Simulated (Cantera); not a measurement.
Input (Python, Cantera) and output of one run.

```python
import numpy as np
import cantera as ct

gas_names = """
    H HNO HNO2 HNO3 HO2 H2 H2O H2O2 N NH NH2 NH3 NH2OH NO NO2 NO3 N2 N2H2 N2H4 N2O O OH O2 O3 Zr ZrN ZrO
    ZrO2
""".split()
cond_names = """
    H2O(s) H2O(L) Zr(a) Zr(b) Zr(L) ZrN(s) ZrN(L) ZrO2(a) ZrO2(b) ZrO2(L)
""".split()


# ... load() reads the species with a 1 bar reference pressure and builds the phases ...
atoms = {
    'Zr': {'Zr': 1},
    'O2': {'O': 2},
    'N2': {'N': 2},
    'H2O': {'H': 2, 'O': 1},
}
top_T = {}  # K; cautious upper limits of use, not melting points


# ... equilibrate(T, P, feed) seeds the gas with the atoms and calls Mixture.equilibrate('TP', solver="vcs", rtol=1e-11, max_steps=5000) ...
results = []
feed = {'Zr': 1, 'O2': 2.8, 'N2': 8.1, 'H2O': 0.017}  # mol
P = 2.3  # Pa
for T in [1698, 1773, 1848, 1923, 1998, 2073, 2148, 2223, 2298, 2373, 2448, 2523]:
    mix = equilibrate(T, P, feed)
    results.append((T, P, feed, dict(zip(mix.species_names, mix.species_moles))))

top = {s: max(r[3][s] / sum(r[3][g] for g in gas_names) for r in results) for s in gas_names}
cols = sorted((s for s in top if top[s] > 1e-05), key=lambda s: -top[s])[:5]
seen = [c for c in cond_names if any(r[3].get(c, 0) > 1e-12 for r in results)]
print("log10 of partial pressures in bar; condensed amounts in mol")
print(f"{'T/K':>10s}" + "".join(f"{s[:9]:>10s}" for s in cols + seen))
for T, P, feed, n in results:
    ng = sum(n[g] for g in gas_names)
    print(f"{T:10.4g}" + "".join(f"{np.log10(max(n[s] / ng * P / 1e5, 1e-99)):10.3f}" for s in cols)
          + "".join(f"{n.get(c, 0):10.4g}" for c in seen))
```

Output:

```
log10 of partial pressures in bar; condensed amounts in mol
       T/K        N2         O        O2      ZrO2        NO   ZrO2(b)
      1698    -4.728    -7.053    -5.388   -14.090    -7.208         1
      1773    -4.729    -6.725    -5.396   -13.076    -7.094         1
      1848    -4.731    -6.427    -5.409   -12.146    -6.992         1
      1923    -4.735    -6.158    -5.432   -11.290    -6.904         1
      1998    -4.740    -5.917    -5.471   -10.500    -6.833         1
      2073    -4.748    -5.706    -5.533    -9.767    -6.782    0.9999
      2148    -4.758    -5.530    -5.630    -9.088    -6.755    0.9996
      2223    -4.770    -5.391    -5.772    -8.455    -6.756    0.9983
      2298    -4.781    -5.292    -5.966    -7.864    -6.789    0.9933
      2373    -4.790    -5.229    -6.209    -7.311    -6.849    0.9752
      2448    -4.798    -5.195    -6.485    -6.794    -6.930    0.9141
      2523    -4.809    -5.181    -6.782    -6.307    -7.026    0.7095
```

These are equilibrium values from Cantera (NASA tables, ideal gas, pure condensed phases), not measurements of a reactor.
